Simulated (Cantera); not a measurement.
A closed system holds: 1 mol SiC, 0.092 mol O₂, 180 mol N₂, held at 1052 °C and 680000 Pa.

Equilibrium computed with Cantera from the NASA thermochemical tables; the gas is ideal and each condensed phase is pure. Candidate condensed phases: C, Si, SiC, SiO₂, Si₂N₂O, Si₃N₄; 34 gas species. N₂ is the only nitrogen source here; it is nearly inert below about 1500 K, so the nitride shown seldom forms there in practice. Mutual solubility and eutectic melting of coexisting phases are not modelled. Equilibrium is a limit: real reactors are often held back by kinetics, nucleation or transport.

Base state: N₂ 1.000 (mole fractions); condensed: C(graphite) + Si₂N₂O(s) + Si₃N₄(s).

What changes in the equilibrium state with this change: temperature from 1052 °C to 1752 °C?


| species | before | after |
|---|---|---|
| N₂ | 1.000 | 0.999 |
| CO | 7.72e-7 | 0.000993 |
| SiO | <1e-9 | 2.92e-5 |
| C(graphite), mol | 1.000 | 0 |
| Si₂N₂O(s), mol | 0.184 | 0 |
| Si₃N₄(s), mol | 0.211 | 0.0578 |
| SiC(s), mol | 0 | 0.821 |
